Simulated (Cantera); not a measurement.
Charge: 1 mol SrCl₂, 3.6 mol HCl, 4 mol N₂, 0.051 mol O₂, held at 0.0133 bar.

Method: chemical equilibrium by Gibbs-energy minimisation in Cantera with the NASA 1993 tables (ideal gas, pure condensed phases). Candidate condensed phases: H₂O, NH₄Cl, Sr, SrCl₂, SrO, Sr(OH)₂; 35 gas species. Condensed phases not in the tables: oxide chlorides. Kinetics and transport are ignored.

x: gas mole fraction; n: condensed amount in mol.

```
T (K)   x N₂  x HCl   x SrCl₂     x Cl   x H₂O     x Cl₂  x H₂  n SrCl₂(s)  n SrCl₂(l)
-----  -----  -----  --------  -------  ------  --------  ----  ----------  ----------
1125   0.525  0.450   1.18e-5  0.00181  0.0113    0.0104     …       1.000           0
1200   0.525  0.451   9.20e-5  0.00380  0.0105   0.00864     …           0       0.999
1275   0.523  0.451  0.000536  0.00699  0.0102   0.00667     …           0       0.996
1350   0.521  0.449   0.00252   0.0113  0.0103   0.00464     …           0       0.981
1425   0.516  0.443   0.00993   0.0159  0.0108   0.00286     …           0       0.923
1500   0.503  0.430    0.0335   0.0198  0.0114   0.00153     …           0       0.733
1575   0.468  0.399    0.0996   0.0213  0.0113  0.000678     …           0       0.149
1650   0.460  0.391     0.115   0.0225  0.0114  0.000315     …           0           0
1725   0.460  0.390     0.115   0.0237  0.0116  0.000157     …           0           0
1800   0.459  0.387     0.115   0.0257  0.0116   8.82e-5     …           0           0
1875   0.458  0.383     0.115   0.0296  0.0115   5.92e-5     …           0           0
1950   0.457  0.375     0.114   0.0358  0.0114   4.65e-5     …           0           0
```

**Question.** Some entries are withheld; supply them.

**Answer.** 
- 1125, x H₂: 7.23e-9
- 1200, x H₂: 3.09e-8
- 1275, x H₂: 1.22e-7
- 1350, x H₂: 4.70e-7
- 1425, x H₂: 1.82e-6
- 1500, x H₂: 7.15e-6
- 1575, x H₂: 2.86e-5
- 1650, x H₂: 0.000115
- 1725, x H₂: 0.000419
- 1800, x H₂: 0.00128
- 1875, x H₂: 0.00310
- 1950, x H₂: 0.00606
